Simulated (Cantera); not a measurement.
An isothermal, constant-pressure homogeneous reactor starts with 5.30 % H2, 94.7 % O2, equivalence ratio 0.028, at 1275 K and 0.0148 atm.

Cantera simulation using the H2/O2 subset of GRI-Mech 3.0, which has no nitrogen chemistry; the numbers are that mechanism's predictions, not measurements. Radical loss at walls, strong at low pressure, is not modelled. The temperature is held fixed by assumption; the heat of reaction is taken as removed at once.

One state of this run: x H2 = 0.0130; x O2 = 0.917; x O = 0.0217; x HO2 = 3.64e-6; x OH = 0.00791. x: mole fraction; the columns are a selection and need not sum to one.

Task: Which value of t (s) does it belong to?
A. 7.86
B. 0.00163
C. 18.3
D. 0.0208

Result: B, 0.00163
